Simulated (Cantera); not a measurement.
A perfectly stirred reactor is fed with CH4 : H2O : H2 = 1 : 0.6 : 0.85 (molar parts), at 1.01 bar; it is held at 1375 K, and followed from long to short residence time.

Detailed kinetics in Cantera: GRI-Mech 3.0 (53 species, 325 reactions). GRI-Mech 3.0 stops at C3 and has no aromatics, soot or wall deposition, so with more carbon than oxygen in the feed, carbon stays in small species such as C2H2 where larger ones or solid carbon would form.

Task: What does this change do: H2 0.85 to 0.094 parts?

Result: 
```json
[
 {"quantity": "x(CH4) at τ = 0.440 s", "before": "0.393", "after": "0.553"},
 {"quantity": "x(H2O) at τ = 0.440 s", "before": "0.243", "after": "0.347"},
 {"quantity": "x(H2) at τ = 0.440 s", "before": "0.358", "after": "0.0874"},
 {"quantity": "x(H) at τ = 0.440 s", "before": "1.20e-6", "after": "3.60e-7"},
 {"quantity": "x(C2H6) at τ = 0.440 s", "before": "0.000176", "after": "0.000607"},
 {"quantity": "x(CH4) at τ = 13.0 ms", "before": "0.408", "after": "0.589"},
 {"quantity": "x(H2O) at τ = 13.0 ms", "before": "0.245", "after": "0.354"},
 {"quantity": "x(H2) at τ = 13.0 ms", "before": "0.347", "after": "0.0560"},
 {"quantity": "x(H) at τ = 13.0 ms", "before": "9.85e-7", "after": "1.72e-7"},
 {"quantity": "x(C2H6) at τ = 13.0 ms", "before": "9.40e-5", "after": "0.000263"}
]
```

Task: What does this change do: temperature 1375 to 1975 K?

Result: 
| quantity | before | after |
|---|---|---|
| x(CH4) at τ = 0.440 s | 0.393 | 0.00900 |
| x(H2O) at τ = 0.440 s | 0.243 | 0.0183 |
| x(H2) at τ = 0.440 s | 0.358 | 0.782 |
| x(H) at τ = 0.440 s | 1.20e-6 | 0.00121 |
| x(C2H6) at τ = 0.440 s | 0.000176 | 9.90e-7 |
| x(CH4) at τ = 13.0 ms | 0.408 | 0.0416 |
| x(H2O) at τ = 13.0 ms | 0.245 | 0.120 |
| x(H2) at τ = 13.0 ms | 0.347 | 0.688 |
| x(H) at τ = 13.0 ms | 9.85e-7 | 0.00108 |
| x(C2H6) at τ = 13.0 ms | 9.40e-5 | 2.12e-5 |
